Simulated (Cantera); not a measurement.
Charge: 1 mol B2H6, 5.2 mol NH3, 0.11 mol H2, at 2050 K and 7.30 mbar.

Equilibrium computed with Cantera from the NASA thermochemical tables; the gas is ideal and each condensed phase is pure. Candidate condensed phases: B, BN; 15 gas species. The feed counts by its element totals alone. The tables' values for BH2 are old estimates; treat these amounts as uncertain. Kinetics and transport are ignored.

Base state: H2 0.849, N2 0.126, H 0.0245, BH2 0.000270, B 2.11e-5 (mole fractions); condensed: BN(s).

**Question.** What changes in the equilibrium state with this change: temperature from 2050 K to 773.15 K?

**Answer.** 
| species | before | after |
|---|---|---|
| H2 | 0.849 | 0.872 |
| N2 | 0.126 | 0.128 |
| H | 0.0245 | <1e-9 |
| BH2 | 0.000270 | <1e-9 |
| B | 2.11e-5 | <1e-9 |
| BN(s), mol | 2.00 | 2.00 |
